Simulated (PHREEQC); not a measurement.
0.034 g of hydrous ferric oxide (600 m²/g; 0.2 weak and 0.005 strong sites per Fe, Dzombak-Morel constants, diffuse double layer) in 1 kg of water with 0.001 mol/kgw of an inert sodium salt and 0.01 mmol/kgw Na2HAsO4 and 0.00012 mmol/kgw CaCl2, at 25 °C; the pH is set by adding NaOH or the inert anion's acid. Oxygen alone is held at its pressure in air (log pO2 = -0.68). CO2 from the air is kept out. Nothing may precipitate in this run.

All values are PHREEQC results (ion-association model, wateq4f.dat), not measurements.

```
pH   As sorbed (%)  Ca sorbed (%)  surface charge σ (C/m²)
---  -------------  -------------  -----------------------
4            100.0            0.0                    0.084
4.5          100.0            0.0                        …
5            100.0            0.0                    0.031
5.5          100.0            0.0                    0.018
6            100.0            0.0                    0.010
6.5          100.0            0.1                        …
7             99.9            0.9                    0.002
7.5              …            7.7                    0.000
8                …           42.6                   -0.002
8.5              …           83.9                   -0.004
9             52.1              …                   -0.007
9.5           27.3           99.2                   -0.011
10             9.6           99.8                   -0.017
```

### Question
What belongs in the gaps?

### Answer

- 4.5, surface charge σ (C/m²): 0.052
- 6.5, surface charge σ (C/m²): 0.005
- 7.5, As sorbed (%): 99.3
- 8, As sorbed (%): 95.2
- 8.5, As sorbed (%): 78.7
- 9, Ca sorbed (%): 96.5

The database has no arsenate complexes of Ca.
